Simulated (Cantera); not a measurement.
## Equilibrium for fluorocarbon and chlorocarbon gases: CHF₃ + F₂

Feed: 1 mol CHF₃, 0.035 mol F₂, equilibrated at 10000 Pa.

Method: chemical equilibrium by Gibbs-energy minimisation in Cantera with the NASA 1993 tables (ideal gas, pure condensed phases). Candidate condensed phases: C, C₆H₆, C₇H₈, C₈H₁₈; 95 gas species. Condensed phases not in the tables: fluorocarbon polymer. Gases not in the tables: C₂F₆ and larger saturated fluorocarbons. Rates play no part.

```json
[
 {"T (K)": "875", "x HF": "0.659", "x CF₄": "0.341", "x CF₂": "7.71e-12", "x F": "<1e-12", "x CF₃": "5.30e-11", "x CF": "<1e-12", "x CHF₃": "4.66e-7", "n C(graphite)": "0.482"},
 {"T (K)": "1025", "x HF": "0.659", "x CF₄": "0.341", "x CF₂": "2.29e-9", "x F": "6.69e-11", "x CF₃": "5.27e-9", "x CF": "<1e-12", "x CHF₃": "1.09e-6", "n C(graphite)": "0.482"},
 {"T (K)": "1175", "x HF": "0.659", "x CF₄": "0.341", "x CF₂": "1.57e-7", "x F": "7.61e-9", "x CF₃": "1.61e-7", "x CF": "<1e-12", "x CHF₃": "2.07e-6", "n C(graphite)": "0.482"},
 {"T (K)": "1325", "x HF": "0.659", "x CF₄": "0.341", "x CF₂": "4.07e-6", "x F": "2.97e-7", "x CF₃": "2.25e-6", "x CF": "8.17e-12", "x CHF₃": "3.40e-6", "n C(graphite)": "0.482"},
 {"T (K)": "1475", "x HF": "0.659", "x CF₄": "0.341", "x CF₂": "5.40e-5", "x F": "5.51e-6", "x CF₃": "1.83e-5", "x CF": "7.23e-10", "x CHF₃": "5.05e-6", "n C(graphite)": "0.482"},
 {"T (K)": "1625", "x HF": "0.659", "x CF₄": "0.341", "x CF₂": "0.000440", "x F": "5.97e-5", "x CF₃": "0.000101", "x CF": "2.77e-8", "x CHF₃": "7.00e-6", "n C(graphite)": "0.482"},
 {"T (K)": "1775", "x HF": "0.658", "x CF₄": "0.339", "x CF₂": "0.00250", "x F": "0.000433", "x CF₃": "0.000412", "x CF": "5.70e-7", "x CHF₃": "9.18e-6", "n C(graphite)": "0.481"},
 {"T (K)": "1925", "x HF": "0.654", "x CF₄": "0.332", "x CF₂": "0.0106", "x F": "0.00229", "x CF₃": "0.00133", "x CF": "7.24e-6", "x CHF₃": "1.14e-5", "n C(graphite)": "0.475"},
 {"T (K)": "2075", "x HF": "0.642", "x CF₄": "0.309", "x CF₂": "0.0357", "x F": "0.00944", "x CF₃": "0.00349", "x CF": "6.25e-5", "x CHF₃": "1.32e-5", "n C(graphite)": "0.457"},
 {"T (K)": "2225", "x HF": "0.611", "x CF₄": "0.256", "x CF₂": "0.0946", "x F": "0.0311", "x CF₃": "0.00726", "x CF": "0.000389", "x CHF₃": "1.37e-5", "n C(graphite)": "0.414"}
]
```
x: gas mole fraction; n: condensed amount in mol.

From 875 K to 2225 K the condensed part is C(graphite). The main C-bearing gas is CF₄ throughout.
